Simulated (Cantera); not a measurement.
Input: 1 mol B2H6, 0.72 mol H2O, equilibrated at 13.3 mbar.

These are equilibrium values from Cantera (NASA tables, ideal gas, pure condensed phases), not measurements of a reactor. Candidate condensed phases: B, B2O3, B3O3H3, H2O; 23 gas species. The feed counts by its element totals alone. Mutual solubility and eutectic melting of coexisting phases are not modelled. Rates play no part.

Task: Which condensed phases are stable at each of these points (T (K)): 1198, 1273, 1348, 1423, 1498, 1573, 1648, 1723, 1798, 1873, 1948, 2023, 2098, 2173?

Result: 
```
T (K)  condensed phases  B condensed (%)
-----  ----------------  ---------------
1198     B(s) + B2O3(l)             99.5
1273     B(s) + B2O3(l)             99.2
1348     B(s) + B2O3(l)             98.5
1423     B(s) + B2O3(l)             96.4
1498     B(s) + B2O3(l)             90.5
1573     B(s) + B2O3(l)             73.4
1648               B(s)             65.7
1723               B(s)             65.1
1798               B(s)             64.7
1873               B(s)             64.4
1948               B(s)             64.2
2023               B(s)             64.0
2098               B(s)             63.8
2173               B(s)             63.6
```

From 1198 K to 1573 K the condensed part is B(s) + B2O3(l). From 1648 K to 2173 K the condensed part is B(s).
